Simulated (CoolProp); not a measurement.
Vapour-liquid equilibrium of CHF3 (R23) (1) + R134a (2) at 225.5 K; x and y are mole fractions of (1).

Computed with CoolProp (multi-fluid Helmholtz-energy mixture model, Penoncello 2003 and Tillner-Roth 1994; pair parameters Bell 2016).

```
x      bubble pressure (kPa)  y at the bubble point  dew pressure at overall composition x (kPa)  liquid density (mol/L)
-----  ---------------------  ---------------------  -------------------------------------------  ----------------------
0.05                   55.99                  0.420                                        35.40                   14.31
0.125                  89.41                  0.659                                        38.25                   14.61
0.2                    123.1                  0.770                                        41.60                   14.93
0.275                  157.2                  0.834                                        45.59                   15.25
0.35                   192.0                  0.875                                        50.43                   15.58
0.425                  227.5                  0.905                                   (withheld)                   15.92
0.5                    263.8             (withheld)                                        63.97                   16.27
0.575                  301.0                  0.945                                        73.86                   16.62
0.65                   339.0                  0.959                                        87.35                   16.97
0.725                  377.8                  0.971                                   (withheld)                   17.33
0.8                    417.4                  0.980                                        137.3                   17.70
0.875                  457.7                  0.989                                   (withheld)                   18.06
0.95                   498.7                  0.996                                        313.3                   18.41
```

Problem. What belongs in the gaps?

Solution. 
- 0.425, dew pressure at overall composition x (kPa): 56.40
- 0.5, y at the bubble point: 0.928
- 0.725, dew pressure at overall composition x (kPa): 106.8
- 0.875, dew pressure at overall composition x (kPa): 191.5

No azeotrope shows between x = 0.05 and 0.95.

The pair parameters rest on a limited set of measurements; away from them the model extrapolates.
